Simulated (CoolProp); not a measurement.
Vapour-liquid equilibrium of isohexane (1) + benzene (2) at 111.85 °C; x and y are mole fractions of (1).

Computed with CoolProp (multi-fluid Helmholtz-energy mixture model, Lemmon 2006 and Thol 2012; pair parameters Bell 2016).

```
x     bubble pressure, mixture model (MPa)  bubble pressure, Raoult's law (MPa)  y, mixture model  y, Raoult's law
----  ------------------------------------  -----------------------------------  ----------------  ---------------
0.05                                0.2649                               0.2537             0.113            0.081
0.2                                      …                               0.2782             0.335            0.294
0.35                                     …                               0.3027                 …            0.473
0.5                                 0.3606                               0.3272             0.602            0.625
0.65                                     …                               0.3518                 …            0.756
0.8                                 0.3933                               0.3763                 …            0.869
0.95                                     …                               0.4008             0.957            0.969
```

Q: Some entries are withheld; supply them.

A: 
- 0.2, bubble pressure, mixture model (MPa): 0.3083
- 0.35, bubble pressure, mixture model (MPa): 0.3381
- 0.35, y, mixture model: 0.481
- 0.65, bubble pressure, mixture model (MPa): 0.3785
- 0.65, y, mixture model: 0.716
- 0.8, y, mixture model: 0.834
- 0.95, bubble pressure, mixture model (MPa): 0.4054

The largest gap from Raoult's law is +11.7 % in bubble pressure, at x = 0.35. No azeotrope shows between x = 0.05 and 0.95.

Pair parameters are fitted to limited data, so mixtures are less certain than the pure fluids.
